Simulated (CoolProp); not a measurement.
p-xylene along the isobar 4870 kPa: fugacity coefficient from the reference equation and from simpler models built on Tc = 343.0 °C, pc = 3532 kPa, ω = 0.324; each cubic takes its own stable root.

The numbers come from the reference Helmholtz-energy equation of state, Zhou 2012 in CoolProp.

```json
[
 {"T (°C)": "126.55", "phase": "liquid", "reference": "0.01768"},
 {"T (°C)": "139.15", "phase": "liquid", "reference": "0.02468"},
 {"T (°C)": "151.65", "phase": "liquid", "reference": "0.03352"},
 {"T (°C)": "164.25", "phase": "liquid", "reference": "0.04460"},
 {"T (°C)": "176.75", "phase": "liquid", "reference": "0.05799"},
 {"T (°C)": "189.35", "phase": "liquid", "reference": "0.07413"},
 {"T (°C)": "201.85", "phase": "liquid", "reference": "0.09294"},
 {"T (°C)": "214.45", "phase": "liquid", "reference": "0.1149"},
 {"T (°C)": "226.95", "phase": "liquid", "reference": "0.1397"},
 {"T (°C)": "239.55", "phase": "liquid", "reference": "0.1678"},
 {"T (°C)": "252.05", "phase": "liquid", "reference": "0.1987"},
 {"T (°C)": "264.65", "phase": "liquid", "reference": "0.2329"},
 {"T (°C)": "277.15", "phase": "liquid", "reference": "0.2695"},
 {"T (°C)": "289.75", "phase": "liquid", "reference": "0.3090"}
]
```

### Question
How far does each simpler model (van der Waals, Redlich-Kwong, Soave-Redlich-Kwong, Peng-Robinson) lie from the reference over these 14 states: mean and median of the absolute difference, and the worst?

### Answer
- van der Waals: mean 205.7 %, median 150.8 %, worst +573.6 % at 126.55 °C and 4870 kPa
- Redlich-Kwong: mean 58.0 %, median 51.7 %, worst +118.7 % at 126.55 °C and 4870 kPa
- Soave-Redlich-Kwong: mean 5.6 %, median 6.1 %, worst +7.2 % at 277.15 °C and 4870 kPa
- Peng-Robinson: mean 1.8 %, median 2.0 %, worst +2.6 % at 277.15 °C and 4870 kPa
